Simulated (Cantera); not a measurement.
Thermodynamics of boron, boron nitride and boron oxide, feed B + NH3 + H2

Charge: 1 mol B, 22 mol NH3, 0.52 mol H2.

Cantera equilibrium calculation (NASA polynomials, part measured and part estimated; ideal gas, pure solids and liquids). Candidate condensed phases: B, BN; 15 gas species. Equilibrium is a limit: real reactors are often held back by kinetics, nucleation or transport.

### Question
Map the stable condensed phases over T = 850, 950, 1050, 1150, 1250, 1350, 1450, 1550, 1650, 1750, 1850, 1950, 2050, 2150 K and P in Pa = 10, 37, 140, 520, 1900, 7200, 27000, 100000.

### Answer
```
T in K \ P in Pa
             10     37    140    520   1900   7200  27000 100000
   2150       A      A      A      B      B      B      B      B
   2050       A      A      B      B      B      B      B      B
   1950       A      B      B      B      B      B      B      B
   1850       B      B      B      B      B      B      B      B
   1750       B      B      B      B      B      B      B      B
   1650       B      B      B      B      B      B      B      B
   1550       B      B      B      B      B      B      B      B
   1450       B      B      B      B      B      B      B      B
   1350       B      B      B      B      B      B      B      B
   1250       B      B      B      B      B      B      B      B
   1150       B      B      B      B      B      B      B      B
   1050       B      B      B      B      B      B      B      B
    950       B      B      B      B      B      B      B      B
    850       B      B      B      B      B      B      B      B
```
A: B; B: BN.
